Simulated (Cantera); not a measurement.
A freely propagating, adiabatic, planar premixed flame of 8.64 % CH₄, 19.2 % O₂, 72.2 % N₂, equivalence ratio 0.90, unburnt at 300 K and 40000 Pa; mixture-averaged transport, grid criteria slope 0.08 and curve 0.16, no radiation.

Cantera simulation using GRI-Mech 3.0 (53 species, 325 reactions); the numbers are that mechanism's predictions, not measurements. Burning velocities carry a grid error of a few per cent, more on coarse grids.

Problem. Predict: laminar burning velocity; thermal thickness; peak x(CH₃); peak x(C₂H₂); peak x(CO).

Solution. 
```
Quantity                      Value
------------------------  ---------
laminar burning velocity  45.7 cm/s
thermal thickness          0.957 mm
peak x(CH₃)                 0.00175
peak x(C₂H₂)                3.94e-5
peak x(CO)                   0.0431
```
